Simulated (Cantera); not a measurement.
Input: 1 mol SiC, 0.021 mol N2O, 1.3 mol H2, held at 7280 Torr.

These are equilibrium values from Cantera (NASA tables, ideal gas, pure condensed phases), not measurements of a reactor. Candidate condensed phases: C, C6H6, C7H8, C8H18, H2O, Si, SiC, SiO2, Si2N2O, Si3N4; 151 gas species. Mutual solubility and eutectic melting of coexisting phases are not modelled. Gases not in the tables: Si2H6 and higher silanes. Rates play no part.

Which condensed phases are stable at each of these points (T (K)): 1723, 1773, 1823, 1873, 1923, 1973, 2023?


```csv
T (K),condensed phases,Si condensed (%)
1723,C(graphite) + SiC(s) + Si2N2O(s),100.0
1773,SiC(s) + Si2N2O(s),100.0
1823,SiC(s) + Si2N2O(s),100.0
1873,SiC(s) + Si2N2O(s),99.9
1923,SiC(s) + Si2N2O(s),99.9
1973,SiC(s) + Si2N2O(s),99.8
2023,SiC(s) + Si2N2O(s),99.5
```

At 1723 K the condensed part is C(graphite) + SiC(s) + Si2N2O(s). From 1773 K to 2023 K the condensed part is SiC(s) + Si2N2O(s).
